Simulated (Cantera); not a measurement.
A perfectly stirred reactor is fed with H2 : O2 : N2 = 1 : 0.385 : 1.45 (molar parts), equivalence ratio 1.3, at 0.280 bar; it is adiabatic with a 325 K inlet, and is followed from long to short residence time, starting on the burning branch (τ in s: 0.42, 0.15, 0.055, 0.02, 0.0072, 0.0026, 0.00094, 0.00034, 0.00012, 4.4e-05).

Cantera simulation using the H2/O2 subset of GRI-Mech 3.0, which has no nitrogen chemistry; the numbers are that mechanism's predictions, not measurements.

One state of this run: T (K) = 2239; x H2 = 0.0919; x O2 = 0.000982; x OH = 0.00661; x O = 0.000681; x HO2 = 2.40e-7; x H2O = 0.301. x: mole fraction; the columns are a selection and need not sum to one.

Question: Which value of τ (s) does it belong to?
A. 0.055
B. 0.00012
C. 0.42
D. 0.00034

Answer: A, 0.055
